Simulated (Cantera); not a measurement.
**Ignition delay**

Mixture: 17.4 % CH4, 17.4 % O2, 65.3 % N2, at 100000 Pa, adiabatic and at constant volume. Ignition delay is the time to a rise of 400 K.

Cantera simulation using GRI-Mech 3.0 (53 species, 325 reactions); the numbers are that mechanism's predictions, not measurements.

```csv
T0 (K),delay (ms)
1075,433
1175,90.8
1275,22.3
1375,6.18
1475,1.93
1575,0.688
1675,0.284
```

- apparent activation energy between 1475 and 1675 K = 200 kJ/mol
